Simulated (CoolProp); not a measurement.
Methane along the isotherm -65.85 °C: Z from the reference equation and from simpler models built on Tc = -82.6 °C, pc = 4.599 MPa, ω = 0.011; each cubic takes its own stable root.

Computed with CoolProp (reference Helmholtz-energy equation of state, Setzmann 1991).

| p (MPa) | phase | reference |
|---|---|---|
| 0.719 | gas | 0.9583 |
| 1.44 | gas | 0.9142 |
| 2.16 | gas | 0.8672 |
| 2.87 | gas | 0.8174 |
| 3.59 | gas | 0.7624 |
| 4.31 | gas | 0.7016 |
| 5.03 | supercritical | 0.6330 |
| 5.75 | supercritical | 0.5540 |
| 6.47 | supercritical | 0.4666 |
| 7.19 | supercritical | 0.3974 |
| 7.9 | supercritical | 0.3718 |
| 8.62 | supercritical | 0.3696 |
| 9.34 | supercritical | 0.3769 |
| 10.1 | supercritical | 0.3892 |
| 10.8 | supercritical | 0.4028 |
| 11.5 | supercritical | 0.4176 |

Q: How far does each simpler model (van der Waals, Soave-Redlich-Kwong, Peng-Robinson) lie from the reference over these 16 states: mean and median of the absolute difference, and the worst?

A: 
- van der Waals: mean 9.2 %, median 4.6 %, worst +24.6 % at -65.85 °C and 11.5 MPa
- Soave-Redlich-Kwong: mean 5.0 %, median 2.7 %, worst +11.7 % at -65.85 °C and 8.62 MPa
- Peng-Robinson: mean 2.3 %, median 2.2 %, worst -4.5 % at -65.85 °C and 5.03 MPa
